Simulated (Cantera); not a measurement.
Charge: 1 mol CHF3, 1.3 mol CH4, equilibrated at 1.00 bar.

Equilibrium computed with Cantera from the NASA thermochemical tables; the gas is ideal and each condensed phase is pure. Candidate condensed phases: C, C6H6, C7H8, C8H18; 95 gas species. The numbers say what is thermodynamically allowed, not how fast it happens.

At 1375 K, list the 3 most abundant gas species with their mole fractions, and the condensed phases.

HF 0.653, H2 0.347, CH4 0.000599. Condensed: C(graphite).
